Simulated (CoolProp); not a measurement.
Vapour-liquid equilibrium of propane (1) + toluene (2) at 328.7 K; x and y are mole fractions of (1).

Values from CoolProp's multi-fluid Helmholtz-energy mixture model, Lemmon 2009 and Lemmon 2006; pair parameters Bell 2016.

| x | bubble pressure, mixture model (kPa) | bubble pressure, Raoult's law (kPa) | y, mixture model | y, Raoult's law |
|---|---|---|---|---|
| 0.05 | 156.7 | 111.2 | 0.900 | 0.868 |
| 0.125 | 358.6 | 254.7 | 0.956 | 0.947 |
| 0.2 | 544.8 | 398.3 | 0.971 | 0.969 |
| 0.275 | 713.0 | 541.8 | 0.978 | 0.979 |
| 0.35 | 862.7 | 685.4 | 0.982 | 0.985 |
| 0.425 | 995.1 | 828.9 | 0.985 | 0.989 |
| 0.5 | 1113 | 972.5 | 0.987 | 0.992 |
| 0.575 | 1220 | 1116 | 0.988 | 0.994 |
| 0.65 | 1321 | 1260 | 0.990 | 0.996 |
| 0.725 | 1422 | 1403 | 0.991 | 0.997 |
| 0.8 | 1529 | 1547 | 0.993 | 0.998 |
| 0.875 | 1651 | 1690 | 0.995 | 0.999 |
| 0.95 | 1802 | 1834 | 0.997 | 1.000 |

The largest gap from Raoult's law is +40.9 % in bubble pressure, at x = 0.05. No azeotrope shows between x = 0.05 and 0.95.

The pair parameters rest on a limited set of measurements; away from them the model extrapolates. The gap from Raoult's law changes sign with composition, which may be real or a fault of the pair parameters; it wasn't checked against measurements.
